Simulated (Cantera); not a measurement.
## Reactions in the system C-Cl-Ti

Cantera with NASA thermochemical tables; ideal gases at 1 bar, condensed phases pure. Values are per mole of reaction as written; species without (g) are pure solids or liquids, kept so even where they would boil at 1 bar. TiC: taken at fixed stoichiometry.

8 Cl(g) + TiC ⇌ TiCl4(g) + CCl4(g)

```csv
T (K),ΔH° (kJ),ΔS° (J/K),ΔG° (kJ),log10 K
350,-1646.8,-685.4,-1406.9,209.96
550,-1652.3,-698.0,-1268.4,120.46
750,-1657.3,-705.7,-1128.0,78.56
950,-1661.3,-710.5,-986.4,54.23
1150,-1664.7,-713.7,-843.9,38.33
1350,-1667.8,-716.2,-700.9,27.12
1550,-1670.7,-718.2,-557.5,18.79
1750,-1673.5,-719.9,-413.7,12.35
1950,-1676.3,-721.5,-269.5,7.22
```
